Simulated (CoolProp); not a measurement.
Vapour pressure (bar) of n-perfluorohexane: the reference equation beside estimates from Tc = 448.0 K, pc = 17.42 bar, ω = 0.497.

Computed with CoolProp (reference Helmholtz-energy equation of state, Gao 2022).

| T (K) | reference | Lee-Kesler | Redlich-Kwong | Peng-Robinson |
|---|---|---|---|---|
| 310.6 | 0.4935 | 0.4931 | 1.403 | 0.4982 |
| 317 | 0.6313 | 0.6315 | 1.667 | 0.6356 |
| 323.3 | 0.7950 | 0.7960 | 1.959 | 0.7989 |
| 329.6 | 0.9903 | 0.9925 | 2.286 | 0.9938 |
| 335.9 | 1.221 | 1.225 | 2.650 | 1.224 |
| 342.2 | 1.492 | 1.497 | 3.053 | 1.495 |
| 348.6 | 1.812 | 1.820 | 3.505 | 1.816 |
| 354.9 | 2.176 | 2.187 | 3.993 | 2.183 |

Absolute difference from the reference over all 8 rows, mean and median: Lee-Kesler 0.3 and 0.3 %, Redlich-Kwong 128.0 and 123.9 %, Peng-Robinson 0.4 and 0.3 %.
